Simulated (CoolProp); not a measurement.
A simple Rankine cycle with hexamethyldisiloxane (MM): condensing at 328.15 K, boiler at 0.127 MPa, turbine inlet 421.5 K, turbine efficiency 0.6, pump efficiency 0.7, no recuperator. Each further row changes one setting.

The numbers come from the reference Helmholtz-energy equation of state, Thol 2016 in CoolProp.

```tsv
case	thermal efficiency (%)	net work (kJ/kg)	heat in (kJ/kg)	turbine exit temperature (K)	volume ratio over the turbine
as stated	5.8	21.6	370	407.6	5.96
turbine inlet 441.5 K	5.6	22.8	408	427.6	5.92
condensing temperature 320.15 K	6.6	25.6	386	405.3	8.25
boiler pressure 0.0889 MPa	4.7	17.5	372	410.6	4.13
turbine efficiency 0.5	4.9	18.0	370	409.7	5.99
```
